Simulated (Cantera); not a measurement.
A closed system holds: 1 mol Si, 27 mol HCl, 0.67 mol H₂, at 48.0 Pa.

These are equilibrium values from Cantera (NASA tables, ideal gas, pure condensed phases), not measurements of a reactor. Candidate condensed phases: Si; 19 gas species. The tables' values for SiCl₃ are old estimates; treat these amounts as uncertain. Rates play no part.

x: gas mole fraction; nothing condenses.

```tsv
T (K)	x HCl	x H₂	x SiCl₄	x SiCl₂	x Cl	x SiCl₃
573	0.862	0.100	0.0375	<1e-12	<1e-12	1.02e-11
723	0.862	0.100	0.0375	[?]	[?]	2.33e-8
873	0.862	0.100	0.0375	2.02e-8	5.76e-9	3.59e-6
1023	0.863	0.1000	0.0373	8.53e-6	4.75e-7	0.000123
1173	0.864	0.0984	0.0351	0.000686	1.30e-5	0.00156
1323	0.877	[?]	[?]	[?]	[?]	0.00620
1473	0.893	0.0688	0.00440	0.0261	0.00159	0.00580
1623	0.888	0.0662	0.000626	0.0325	0.00858	0.00295
```

Question: Complete the blanks.

Answer: 
- 1323, x H₂: 0.0853
- 1323, x SiCl₄: 0.0204
- 1323, x SiCl₂: 0.0103
- 1323, x Cl: 0.000182
- 723, x SiCl₂: 3.61e-12
- 723, x Cl: 1.15e-11
